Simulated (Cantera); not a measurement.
A freely propagating, adiabatic, planar premixed flame of CH₄ : C₂H₆ : C₃H₈ : O₂ : N₂ : H₂O = 1 : 0.12 : 0.73 : 4.05 : 15.2 : 1.6 (molar parts), equivalence ratio 1.5, unburnt at 673 K and 100.0 Torr; mixture-averaged transport, grid criteria slope 0.08 and curve 0.16, no radiation.

Detailed kinetics in Cantera: GRI-Mech 3.0 (53 species, 325 reactions). GRI-Mech 3.0 was tuned for natural gas; its chemistry of propane as a main component is partial and can be far from experiment. Burning velocities carry a grid error of a few per cent, more on coarse grids.

Question: How do the results move with these cheaper or finer settings: unity-Lewis-number transport; multicomponent transport; multicomponent+Soret transport; grid criteria slope 0.5, curve 1; grid criteria slope 0.25, curve 0.5; grid criteria slope 0.03, curve 0.06?

Answer: 
```tsv
setting	laminar burning velocity	thermal thickness	peak x(HO₂)	grid points	grid points
as above	132 cm/s	2.46 mm	0.000131	142	142
unity-Lewis-number transport	84.4 cm/s	3.14 mm	6.82e-5	138	138
multicomponent transport	132 cm/s	2.49 mm	0.000131	142	142
multicomponent+Soret transport	131 cm/s	2.46 mm	0.000133	144	144
grid criteria slope 0.5, curve 1	146 cm/s	2.81 mm	0.000129	47	47
grid criteria slope 0.25, curve 0.5	137 cm/s	2.65 mm	0.000131	66	66
grid criteria slope 0.03, curve 0.06	130 cm/s	2.43 mm	0.000132	320	320
```
The base run took very roughly 17 core-seconds.
Unity Lewis numbers drop preferential diffusion, which matters most where H2 and H carry the flame; Soret adds thermal diffusion.
